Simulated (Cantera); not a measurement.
An adiabatic, constant-volume homogeneous reactor starts with CH4 : CO : O2 : N2 = 1 : 1.4 : 5.09 : 17.8 (molar parts), at 1023 K and 5.80 bar. Integrator tolerance rtol = 1e-08.

Cantera simulation using GRI-Mech 3.0 (53 species, 325 reactions); the numbers are that mechanism's predictions, not measurements.

**Question.** What does this change do: pressure from 5.80 bar to 1.00 bar?

**Answer.** 
| quantity | before | after |
|---|---|---|
| time of steepest temperature rise | 0.138 s | not reached |
| temperature at 0.300 s | 2496 K | 1026 K |
| equilibrium temperature | 2496 K | 2453 K |
| x(CH4) at 0.300 s | <1e-12 (gas-phase equilibrium <1e-12) | 0.0393 (gas-phase equilibrium <1e-12) |
| x(CO) at 0.300 s | 0.00307 (gas-phase equilibrium 0.00307) | 0.0553 (gas-phase equilibrium 0.00571) |
| x(O2) at 0.300 s | 0.0895 (gas-phase equilibrium 0.0895) | 0.201 (gas-phase equilibrium 0.0904) |
| x(OH) at 0.300 s | 0.00529 (gas-phase equilibrium 0.00529) | 2.14e-9 (gas-phase equilibrium 0.00714) |
| x(C2H) at 0.300 s | <1e-12 (gas-phase equilibrium <1e-12) | <1e-12 (gas-phase equilibrium <1e-12) |

**Question.** What does this change do: CO 1.4 to 1 parts?

**Answer.** 
| quantity | before | after |
|---|---|---|
| time of steepest temperature rise | 0.138 s | 0.128 s |
| temperature at 0.300 s | 2496 K | 2408 K |
| equilibrium temperature | 2496 K | 2408 K |
| x(CH4) at 0.300 s | <1e-12 (gas-phase equilibrium <1e-12) | <1e-12 (gas-phase equilibrium <1e-12) |
| x(CO) at 0.300 s | 0.00307 (gas-phase equilibrium 0.00307) | 0.00156 (gas-phase equilibrium 0.00156) |
| x(O2) at 0.300 s | 0.0895 (gas-phase equilibrium 0.0895) | 0.0990 (gas-phase equilibrium 0.0990) |
| x(OH) at 0.300 s | 0.00529 (gas-phase equilibrium 0.00529) | 0.00415 (gas-phase equilibrium 0.00415) |
| x(C2H) at 0.300 s | <1e-12 (gas-phase equilibrium <1e-12) | <1e-12 (gas-phase equilibrium <1e-12) |
